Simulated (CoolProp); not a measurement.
Vapour-liquid equilibrium of ethane (1) + propane (2) at 188.5 K; x and y are mole fractions of (1).

Computed with CoolProp (multi-fluid Helmholtz-energy mixture model, Bücker 2006 and Lemmon 2009; pair parameters Kunz 2012).

```tsv
x	bubble pressure, mixture model (MPa)	bubble pressure, Raoult's law (MPa)	y, mixture model	y, Raoult's law
0.05	0.01498	0.01526	0.395	0.408
0.15	0.02573	0.02678	0.682	0.698
0.25	0.03643	0.03829	0.800	0.814
0.35	0.04731	0.04981	0.866	0.876
0.45	0.05848	0.06133	0.908	0.915
0.55	0.07000	0.07284	0.937	0.941
0.65	0.08187	0.08436	0.958	0.961
0.75	0.09401	0.09587	0.974	0.975
0.85	0.1063	0.1074	0.987	0.987
0.95	0.1186	0.1189	0.996	0.996
```

The largest gap from Raoult's law is -5.0 % in bubble pressure, at x = 0.35. No azeotrope shows between x = 0.05 and 0.95.

Pair parameters are fitted to limited data, so mixtures are less certain than the pure fluids.
